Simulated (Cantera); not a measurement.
A closed system holds: 1 mol MgCO₃, 1.1 mol CO₂, 1.3 mol H₂O, equilibrated at 45.0 Pa.

These are equilibrium values from Cantera (NASA tables, ideal gas, pure condensed phases), not measurements of a reactor. Candidate condensed phases: C, C₆H₆, C₇H₈, C₈H₁₈, H₂O, Mg, MgCO₃, MgO, Mg(OH)₂; 116 gas species. The numbers say what is thermodynamically allowed, not how fast it happens.

x: gas mole fraction; n: condensed amount in mol.

| T (°C) | x CO₂ | x H₂O | x CO | x O₂ | x H₂ | x OH | n MgO(s) |
|---|---|---|---|---|---|---|---|
| 975 | 0.617 | 0.382 | 0.000149 | 0.000102 | 5.94e-5 | 1.12e-5 | 1.00 |
| 1075 | 0.617 | 0.382 | 0.000583 | 0.000372 | 0.000184 | 4.94e-5 | 1.00 |
| 1175 | 0.615 | 0.381 | 0.00187 | 0.00114 | 0.000490 | 0.000178 | 1.00 |
| 1275 | 0.610 | 0.380 | 0.00515 | 0.00302 | 0.00115 | 0.000543 | 1.000 |
| 1375 | 0.600 | 0.376 | … | … | … | … | 1.000 |
| 1475 | 0.580 | 0.369 | 0.0266 | 0.0148 | 0.00468 | 0.00339 | 1.000 |
| 1575 | 0.545 | 0.356 | … | … | … | … | 1.000 |
| 1675 | 0.489 | 0.334 | 0.0893 | 0.0478 | 0.0139 | 0.0137 | 0.997 |

### Question
Some entries are withheld; supply them.

### Answer

- 1375, x CO: 0.0124
- 1375, x O₂: 0.00705
- 1375, x H₂: 0.00242
- 1375, x OH: 0.00144
- 1575, x CO: 0.0513
- 1575, x O₂: 0.0279
- 1575, x H₂: 0.00837
- 1575, x OH: 0.00716
